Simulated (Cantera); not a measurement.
Input (Python, Cantera) and output of one run.

```python
import numpy as np
import cantera as ct

gas_names = """
    CL CLO CL2 Fe FeCL FeCL2 FeCL3 FeO Fe2CL4 Fe2CL6 O O2 O3
""".split()
cond_names = """
    Fe(a) Fe(c) Fe(d) Fe(L) FeCL2(s) FeCL2(L) FeCL3(s) FeCL3(L) FeO(s) FeO(L) Fe2O3(s) Fe3O4(s)
""".split()


# ... load() reads the species with a 1 bar reference pressure and builds the phases ...
atoms = {
    'Fe2O3': {'Fe': 2, 'O': 3},
    'Cl2': {'CL': 2},
}
top_T = {'Fe2O3(s)': 1830, 'Fe3O4(s)': 1870}  # K; cautious upper limits of use, not melting points


# ... equilibrate(T, P, feed) seeds the gas with the atoms and calls Mixture.equilibrate('TP', solver="vcs", rtol=1e-11, max_steps=5000) ...
results = []
T = 1150  # K
P = 10000  # Pa
for m in [0.67, 0.98, 1.4, 2.1, 3.1, 4.6, 6.8, 10, 15, 22, 32]:
    feed = {'Fe2O3': 1, 'Cl2': m}  # mol
    mix = equilibrate(T, P, feed)
    results.append((T, P, feed, dict(zip(mix.species_names, mix.species_moles))))

top = {s: max(r[3][s] / sum(r[3][g] for g in gas_names) for r in results) for s in gas_names}
cols = sorted((s for s in top if top[s] > 0.0001), key=lambda s: -top[s])[:7]
seen = [c for c in cond_names if any(r[3].get(c, 0) > 1e-12 for r in results)]
print("log10 of partial pressures in bar; condensed amounts in mol")
print(f"{'n(Cl2)':>10s}" + "".join(f"{s[:9]:>10s}" for s in cols + seen))
for T, P, feed, n in results:
    ng = sum(n[g] for g in gas_names)
    print(f"{feed['Cl2']:10.4g}" + "".join(f"{np.log10(max(n[s] / ng * P / 1e5, 1e-99)):10.3f}" for s in cols)
          + "".join(f"{n.get(c, 0):10.4g}" for c in seen))
```

It prints:

```
log10 of partial pressures in bar; condensed amounts in mol
    n(Cl2)       CL2     FeCL3        O2     FeCL2        CL    Fe2CL6  Fe2O3(s)
      0.67    -1.161    -1.797    -1.887    -2.913    -3.142    -4.219    0.9388
      0.98    -1.161    -1.797    -1.887    -2.913    -3.142    -4.219    0.9105
       1.4    -1.161    -1.797    -1.887    -2.913    -3.142    -4.219    0.8721
       2.1    -1.161    -1.797    -1.887    -2.913    -3.142    -4.219    0.8082
       3.1    -1.161    -1.797    -1.887    -2.913    -3.142    -4.219    0.7169
       4.6    -1.161    -1.797    -1.887    -2.913    -3.142    -4.219    0.5799
       6.8    -1.161    -1.797    -1.887    -2.913    -3.142    -4.219    0.3789
        10    -1.161    -1.797    -1.887    -2.913    -3.142    -4.219   0.08666
        15    -1.114    -1.925    -2.018    -3.065    -3.119    -4.477         0
        22    -1.077    -2.085    -2.179    -3.243    -3.100    -4.795         0
        32    -1.053    -2.243    -2.338    -3.413    -3.088    -5.112         0
```

Cantera equilibrium calculation (NASA polynomials, part measured and part estimated; ideal gas, pure solids and liquids).
